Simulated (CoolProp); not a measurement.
Vapour-liquid equilibrium of ethylbenzene (1) + p-xylene (2) at 259.25 °C; x and y are mole fractions of (1).

The numbers come from the multi-fluid Helmholtz-energy mixture model, Zhou 2012 and Zhou 2012; pair parameters Bell 2016 in CoolProp.

```json
[
 {"x": "0.05", "bubble pressure (kPa)": "1145", "y at the bubble point": "0.052", "dew pressure at overall composition x (kPa)": "1145", "liquid density (mol/L)": "5.727"},
 {"x": "0.125", "bubble pressure (kPa)": "1149", "y at the bubble point": "0.128", "dew pressure at overall composition x (kPa)": "1149", "liquid density (mol/L)": "5.730"},
 {"x": "0.2", "bubble pressure (kPa)": "1152", "y at the bubble point": "0.205", "dew pressure at overall composition x (kPa)": "1152", "liquid density (mol/L)": "5.734"},
 {"x": "0.275", "bubble pressure (kPa)": "1156", "y at the bubble point": "0.280", "dew pressure at overall composition x (kPa)": "1156", "liquid density (mol/L)": "5.738"},
 {"x": "0.35", "bubble pressure (kPa)": "1159", "y at the bubble point": "0.355", "dew pressure at overall composition x (kPa)": "1159", "liquid density (mol/L)": "5.742"},
 {"x": "0.425", "bubble pressure (kPa)": "1161", "y at the bubble point": "0.430", "dew pressure at overall composition x (kPa)": "1161", "liquid density (mol/L)": "5.747"},
 {"x": "0.5", "bubble pressure (kPa)": "1164", "y at the bubble point": "0.505", "dew pressure at overall composition x (kPa)": "1164", "liquid density (mol/L)": "5.752"},
 {"x": "0.575", "bubble pressure (kPa)": "1166", "y at the bubble point": "0.580", "dew pressure at overall composition x (kPa)": "1166", "liquid density (mol/L)": "5.757"},
 {"x": "0.65", "bubble pressure (kPa)": "1168", "y at the bubble point": "0.654", "dew pressure at overall composition x (kPa)": "1168", "liquid density (mol/L)": "5.762"},
 {"x": "0.725", "bubble pressure (kPa)": "1171", "y at the bubble point": "0.728", "dew pressure at overall composition x (kPa)": "1171", "liquid density (mol/L)": "5.767"},
 {"x": "0.8", "bubble pressure (kPa)": "1173", "y at the bubble point": "0.803", "dew pressure at overall composition x (kPa)": "1173", "liquid density (mol/L)": "5.773"},
 {"x": "0.875", "bubble pressure (kPa)": "1175", "y at the bubble point": "0.877", "dew pressure at overall composition x (kPa)": "1175", "liquid density (mol/L)": "5.778"},
 {"x": "0.95", "bubble pressure (kPa)": "1177", "y at the bubble point": "0.951", "dew pressure at overall composition x (kPa)": "1177", "liquid density (mol/L)": "5.783"}
]
```

No azeotrope shows between x = 0.05 and 0.95.

Pair parameters are fitted to limited data, so mixtures are less certain than the pure fluids.
